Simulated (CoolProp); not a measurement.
Vapour pressure (bar) of decamethylcyclopentasiloxane (D5): the reference equation beside estimates from Tc = 618.3 K, pc = 10.78 bar, ω = 0.631.

Values from CoolProp's reference Helmholtz-energy equation of state, Thol 2019.

| T (K) | reference | van der Waals | Peng-Robinson |
|---|---|---|---|
| 440 | 0.3146 | 2.348 | 0.3208 |
| 445.3 | 0.3681 | 2.494 | 0.3736 |
| 450.6 | 0.4286 | 2.645 | 0.4331 |
| 455.9 | 0.4967 | 2.802 | 0.5001 |
| 461.2 | 0.5729 | 2.964 | 0.5751 |
| 466.5 | 0.6581 | 3.133 | 0.6588 |
| 471.8 | 0.7527 | 3.308 | 0.7519 |
| 477.1 | 0.8577 | 3.489 | 0.8551 |
| 482.4 | 0.9736 | 3.676 | 0.9693 |
| 487.7 | 1.101 | 3.869 | 1.095 |
| 493 | 1.241 | 4.068 | 1.234 |

Absolute difference from the reference over all 11 rows, mean and median: van der Waals 400.1 and 376.1 %, Peng-Robinson 0.7 and 0.5 %.
